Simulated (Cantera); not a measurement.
A closed system holds: 1 mol c-C4F8, 1.1 mol H2, equilibrated at 3050 K and 0.150 bar.

These are equilibrium values from Cantera (NASA tables, ideal gas, pure condensed phases), not measurements of a reactor. Candidate condensed phases: C, C6H6, C7H8, C8H18; 95 gas species. The feed counts by its element totals alone. Gases not in the tables: C2F6 and larger saturated fluorocarbons. Equilibrium is a limit: real reactors are often held back by kinetics, nucleation or transport.

Base state: F 0.464, HF 0.316, CF2 0.153, CF 0.0595, C3 0.00351, CF3 0.00126, H 0.00103, C 0.000539 (mole fractions); condensed: C(graphite).

Q: What changes in the equilibrium state with this change: temperature from 3050 K to 600 K?

A: 
```
species             before    after
----------------  --------  -------
HF                   0.316    0.603
CF4               0.000372    0.397
H2F2               7.71e-8  2.30e-5
F                    0.464    <1e-9
CF2                  0.153    <1e-9
CF                  0.0595    <1e-9
C3                 0.00351    <1e-9
CF3                0.00126    <1e-9
H                  0.00103    <1e-9
C                 0.000539    <1e-9
C(graphite), mol      2.42     2.55
```
Condensed phases not in the tables: fluorocarbon polymer.
